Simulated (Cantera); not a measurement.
A closed system holds: 1 mol SiHCl3, 0.18 mol C2H4, 1900 mol H2, held at 1.40 mbar.

These are equilibrium values from Cantera (NASA tables, ideal gas, pure condensed phases), not measurements of a reactor. Candidate condensed phases: C, C6H6, C7H8, C8H18, Si, SiC; 109 gas species. Rates play no part. All values below are at 1975 °C.

Base state: H2 0.820, H 0.178, HCl 0.00124, Si 0.000470, Cl 0.000195, C2H2 (acetylene) 8.33e-5 (mole fractions); condensed: gas only.

Q: What changes in the equilibrium state with this change: H2 from 1900 to 20 mol?

A: 
```csv
species,before,after
H2,0.820,0.685
H,0.178,0.162
HCl,0.00124,0.0960
Si,0.000470,0.0298
Cl,0.000195,0.0165
SiCl2,3.91e-9,0.00178
Si2C,5.18e-8,0.00119
"C(graphite), mol",0,0.0369
```
The tables' values for SiCl are old estimates; treat these amounts as uncertain. Gases not in the tables: Si2H6 and higher silanes.
